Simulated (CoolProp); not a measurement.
Properties of n-nonane along the isotherm 600 K.

Values from CoolProp's reference Helmholtz-energy equation of state, Lemmon 2006. It is a short technical equation, of lower accuracy than the large ones.

```csv
p (MPa),phase,Z,speed of sound (m/s),Joule-Thomson coefficient (K/MPa),fugacity coefficient
1.63,gas,0.6887,136.6,13.86,0.7632
3.26,supercritical,0.2251,174.7,2.993,0.5087
4.89,supercritical,0.3025,267.4,1.112,0.3769
6.52,supercritical,0.3827,326.7,0.6266,0.3118
8.15,supercritical,0.4617,372.9,0.3916,0.2740
9.78,supercritical,0.5393,411.6,0.2501,0.2501
11.4,supercritical,0.6152,445.3,0.1550,0.2344
13,supercritical,0.6890,475.0,0.08656,0.2239
14.7,supercritical,0.7662,503.7,0.03137,0.2165
16.3,supercritical,0.8380,528.6,-0.009487,0.2121
17.9,supercritical,0.9089,551.8,-0.04275,0.2096
19.6,supercritical,0.9835,574.9,-0.07196,0.2086
21.2,supercritical,1.053,595.3,-0.09508,0.2088
22.8,supercritical,1.122,614.8,-0.1149,0.2102
```
